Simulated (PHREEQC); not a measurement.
Consider water at 20 °C with 7.4 mmol/kgw HNO3, 5.1 mmol/kgw Al(NO3)3 and 1.3 mmol/kgw CO2. Closed to the air; pH follows from the charge balance.

All values are PHREEQC results (ion-association model, phreeqc.dat), not measurements.

Precipitation was switched off in this run.

Predict the pH.

pH 2.19.
